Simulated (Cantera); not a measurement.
A closed system holds: 1 mol Cu2O, 160 mol H2, 2.5 mol H2O, equilibrated at 10.0 mbar.

These are equilibrium values from Cantera (NASA tables, ideal gas, pure condensed phases), not measurements of a reactor. Candidate condensed phases: Cu, CuO, Cu(OH)2, Cu2O, H2O; 12 gas species. The numbers say what is thermodynamically allowed, not how fast it happens.

Which condensed phases are stable at each of these points (T (°C)): 1352, 1402, 1452, 1502, 1552, 1602, 1652, 1702, 1752, 1802, 1852?


| T (°C) | condensed phases | Cu condensed (%) |
|---|---|---|
| 1352 | Cu(l) | 53.2 |
| 1402 | Cu(l) | 5.9 |
| 1452 | gas only | 0.0 |
| 1502 | gas only | 0.0 |
| 1552 | gas only | 0.0 |
| 1602 | gas only | 0.0 |
| 1652 | gas only | 0.0 |
| 1702 | gas only | 0.0 |
| 1752 | gas only | 0.0 |
| 1802 | gas only | 0.0 |
| 1852 | gas only | 0.0 |

From 1352 °C to 1402 °C the condensed part is Cu(l). From 1452 °C to 1852 °C nothing is condensed.
